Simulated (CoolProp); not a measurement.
Vapour-liquid equilibrium of R143a (1) + n-butane (2) at 315.1 K; x and y are mole fractions of (1).

Computed with CoolProp (multi-fluid Helmholtz-energy mixture model, Lemmon and Jacobsen 2000 and Bücker 2006; pair parameters Bell 2016).

```json
[
 {"x": "0.05", "bubble pressure (kPa)": "…", "y at the bubble point": "0.331", "dew pressure at overall composition x (kPa)": "421.2", "liquid density (mol/L)": "9.524"},
 {"x": "0.2", "bubble pressure (kPa)": "…", "y at the bubble point": "…", "dew pressure at overall composition x (kPa)": "502.3", "liquid density (mol/L)": "9.567"},
 {"x": "0.35", "bubble pressure (kPa)": "1266", "y at the bubble point": "…", "dew pressure at overall composition x (kPa)": "619.5", "liquid density (mol/L)": "9.595"},
 {"x": "0.5", "bubble pressure (kPa)": "1440", "y at the bubble point": "0.759", "dew pressure at overall composition x (kPa)": "802.3", "liquid density (mol/L)": "9.623"},
 {"x": "0.65", "bubble pressure (kPa)": "1592", "y at the bubble point": "0.812", "dew pressure at overall composition x (kPa)": "1113", "liquid density (mol/L)": "…"},
 {"x": "0.8", "bubble pressure (kPa)": "1739", "y at the bubble point": "0.877", "dew pressure at overall composition x (kPa)": "1558", "liquid density (mol/L)": "9.779"},
 {"x": "0.95", "bubble pressure (kPa)": "1878", "y at the bubble point": "0.964", "dew pressure at overall composition x (kPa)": "1860", "liquid density (mol/L)": "…"}
]
```

Task: Complete the blanks.

Result: 
- 0.05, bubble pressure (kPa): 601.8
- 0.2, bubble pressure (kPa): 1020
- 0.2, y at the bubble point: 0.613
- 0.35, y at the bubble point: 0.703
- 0.65, liquid density (mol/L): 9.671
- 0.95, liquid density (mol/L): 10.00

No azeotrope shows between x = 0.05 and 0.95.

Pair parameters are fitted to limited data, so mixtures are less certain than the pure fluids.
